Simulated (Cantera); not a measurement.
Pyrogenic steam for wet oxidation

An isothermal, constant-pressure homogeneous reactor starts with 9.63 % H₂, 9.82 % O₂, 80.6 % N₂, at 950 K and 100000 Pa.

Cantera simulation using the H2/O2 subset of GRI-Mech 3.0, which has no nitrogen chemistry; the numbers are that mechanism's predictions, not measurements. The temperature is held fixed by assumption; the heat of reaction is taken as removed at once.

| t (s) | x H₂ | x O₂ | x O | x OH | x H | x HO₂ | x H₂O₂ |
|---|---|---|---|---|---|---|---|
| 0.000500 | 0.0963 | 0.0982 | 5.88e-11 | 1.65e-11 | 2.78e-10 | 8.02e-9 | 5.99e-11 |
| 0.00117 | 0.0963 | 0.0982 | 9.47e-11 | 2.66e-11 | 4.47e-10 | 2.93e-8 | 5.20e-10 |
| 0.00272 | 0.0963 | 0.0982 | 2.31e-10 | 6.52e-11 | 1.09e-9 | 1.23e-7 | 4.71e-9 |
| 0.00633 | 0.0963 | 0.0982 | 1.94e-9 | 5.61e-10 | 9.17e-9 | 1.17e-6 | 8.34e-8 |
| 0.0148 | 0.0510 | 0.0767 | 6.85e-8 | 4.16e-8 | 2.31e-7 | 2.48e-5 | 7.14e-5 |
| 0.0344 | 0.0498 | 0.0761 | 1.68e-7 | 1.19e-7 | 5.72e-7 | 3.49e-5 | 0.000177 |
| 0.0803 | 0.0440 | 0.0733 | 2.63e-7 | 2.17e-7 | 8.54e-7 | 4.10e-5 | 0.000297 |
| 0.187 | 0.0315 | 0.0674 | 2.34e-7 | 2.12e-7 | 6.16e-7 | 3.63e-5 | 0.000261 |
| 0.436 | 0.0148 | 0.0596 | 1.97e-7 | 2.08e-7 | 3.12e-7 | 2.71e-5 | 0.000161 |
| 1.02 | 0.00277 | 0.0539 | 1.14e-7 | 1.78e-7 | 5.73e-8 | 1.22e-5 | 3.71e-5 |
| 2.37 | 0.000311 | 0.0528 | 1.58e-8 | 6.86e-8 | 2.61e-9 | 2.62e-6 | 1.86e-6 |
| 5.53 | 6.00e-5 | 0.0527 | 1.40e-9 | 2.21e-8 | 1.66e-10 | 6.45e-7 | 1.15e-7 |
| 12.9 | 1.57e-5 | 0.0526 | 1.69e-10 | 8.79e-9 | 1.85e-11 | 1.99e-7 | 1.15e-8 |
| 30.0 | 3.88e-6 | 0.0526 | 2.49e-11 | 4.48e-9 | 2.66e-12 | 6.30e-8 | 1.29e-9 |
| 70.0 | 5.67e-7 | 0.0526 | 3.26e-12 | 3.12e-9 | <1e-12 | 1.40e-8 | 1.01e-10 |
x: mole fraction; the columns are a selection and need not sum to one.

Equilibrium at this temperature and pressure: H₂ 8.08e-12, O₂ 0.0526, O 7.34e-12, OH 2.93e-8, H <1e-12, HO₂ 1.43e-10, H₂O₂ 3.33e-11 (gas phase only).
